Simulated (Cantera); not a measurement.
Charge: 1 mol SiCl4, 0.011 mol C2H2, 1500 mol H2, held at 1825 K and 2.30 mbar.

Cantera equilibrium calculation (NASA polynomials, part measured and part estimated; ideal gas, pure solids and liquids). Candidate condensed phases: C, C6H6, C7H8, C8H18, Si, SiC; 109 gas species. Gases not in the tables: Si2H6 and higher silanes. Kinetics and transport are ignored.

Base state: H2 0.988, H 0.00913, HCl 0.00261, Si 0.000590, SiH 2.99e-5, Cl 1.84e-5, SiH2 1.05e-5 (mole fractions); condensed: SiC(s).

Task: What changes in the equilibrium state with this change: temperature from 1825 K to 1148 K?

Result: 
```csv
species,before,after
H2,0.988,0.997
HCl,0.00261,0.00263
SiCl2,6.16e-6,1.52e-5
H,0.00913,1.49e-6
Si,0.000590,<1e-9
SiH,2.99e-5,<1e-9
Cl,1.84e-5,3.47e-9
SiH2,1.05e-5,3.96e-9
"SiC(s), mol",0.00548,0.0219
"Si(s), mol",0,0.955
```
Mutual solubility and eutectic melting of coexisting phases are not modelled.
